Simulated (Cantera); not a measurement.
**Thermodynamics of titanium nitride, carbide and oxide coatings, feed Ti(OiPr)4 + O2**

Charge: 1 mol Ti(OiPr)4, 0.16 mol O2, equilibrated at 280 Pa.

These are equilibrium values from Cantera (NASA tables, ideal gas, pure condensed phases), not measurements of a reactor. Candidate condensed phases: C, C6H6, C7H8, C8H18, H2O, Ti, TiC, TiO, TiO2, Ti2O3, Ti3O5, Ti4O7; 113 gas species. The feed counts by its element totals alone. Mutual solubility and eutectic melting of coexisting phases are not modelled. TiC: taken at fixed stoichiometry. Condensed phases not in the tables: Magnéli phases beyond Ti4O7. Kinetics and transport are ignored.

At 752 °C the condensed part is C(graphite) + TiO2(rutile) + Ti4O7(s). From 777 °C to 802 °C the condensed part is C(graphite) + Ti4O7(s). From 827 °C to 852 °C the condensed part is C(graphite) + Ti3O5(s). At 877 °C the condensed part is C(graphite) + TiC(s) + Ti3O5(s). From 902 °C to 1052 °C the condensed part is C(graphite) + TiC(s).

| T (°C) | log p H2 | log p CO | log p CH4 | log p H2O | log p H | log p CO2 | log p C2H2 (acetylene) | log p CH3 | n C(graphite) | n TiO2(rutile) | n Ti4O7(s) | n Ti3O5(s) | n TiC(s) |
|---|---|---|---|---|---|---|---|---|---|---|---|---|---|
| 752 | -2.62 | -3.39 | -6.38 | -6.58 | -9.67 | -7.23 | -11.28 | -12.18 | 9.59 | 0.626 | 0.0934 | 0 | 0 |
| 777 | -2.63 | -3.36 | -6.49 | -6.73 | -9.40 | -7.39 | -11.01 | -12.02 | 9.43 | 0 | 0.250 | 0 | 0 |
| 802 | -2.63 | -3.36 | -6.60 | -6.89 | -9.15 | -7.59 | -10.75 | -11.86 | 9.43 | 0 | 0.250 | 0 | 0 |
| 827 | -2.63 | -3.35 | -6.70 | -7.03 | -8.90 | -7.76 | -10.50 | -11.71 | 9.35 | 0 | 0 | 0.333 | 0 |
| 852 | -2.63 | -3.35 | -6.80 | -7.17 | -8.67 | -7.93 | -10.27 | -11.57 | 9.35 | 0 | 0 | 0.333 | 0 |
| 877 | -2.63 | -3.34 | -6.89 | -7.30 | -8.44 | -8.09 | -10.04 | -11.43 | 9.24 | 0 | 0 | 0.320 | 0.0389 |
| 902 | -2.67 | -3.18 | -7.06 | -7.31 | -8.25 | -7.93 | -9.87 | -11.36 | 6.68 | 0 | 0 | 0 | 1.00 |
| 927 | -2.67 | -3.18 | -7.14 | -7.44 | -8.04 | -8.08 | -9.66 | -11.23 | 6.68 | 0 | 0 | 0 | 1.00 |
| 952 | -2.67 | -3.18 | -7.22 | -7.56 | -7.84 | -8.23 | -9.46 | -11.11 | 6.68 | 0 | 0 | 0 | 1.00 |
| 977 | -2.67 | -3.18 | -7.30 | -7.67 | -7.65 | -8.38 | -9.27 | -10.99 | 6.68 | 0 | 0 | 0 | 1.00 |
| 1002 | -2.67 | -3.18 | -7.37 | -7.78 | -7.47 | -8.51 | -9.09 | -10.88 | 6.68 | 0 | 0 | 0 | 1.00 |
| 1027 | -2.67 | -3.18 | -7.44 | -7.89 | -7.29 | -8.65 | -8.91 | -10.77 | 6.68 | 0 | 0 | 0 | 1.00 |
| 1052 | -2.67 | -3.18 | -7.51 | -7.99 | -7.12 | -8.77 | -8.74 | -10.67 | 6.68 | 0 | 0 | 0 | 1.00 |
log p: log10 of the partial pressure in bar; n: condensed amount in mol.
